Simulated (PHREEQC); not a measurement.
Consider water at 20 °C with 1.2 mol KOH and 0.084 mol K2SO4 per kg of water. Closed to the air; pH follows from the charge balance.

Model: Pitzer model, pitzer.dat, run in PHREEQC.

Each row changes one thing in this solution. No solid was allowed to form.

```tsv
case	pH	SI of Arcanite (K2SO4)
as made	14.22	-0.48
K2SO4 from 0.084 to 0.0168 mol/kgw	14.21	-1.21
0.02 mol/kgw Ca(OH)2 added	14.21	-0.49
diluted 100-fold with water	12.19	-5.18
KOH from 1.2 to 1.8 mol/kgw	14.48	-0.29
temperature from 20 to 15 °C	14.40	-0.41
diluted 10-fold with water	13.14	-2.68
```

Some of these states are supersaturated (in Portlandite, for instance). In brines, pH and single-ion activities rest on the MacInnes convention.
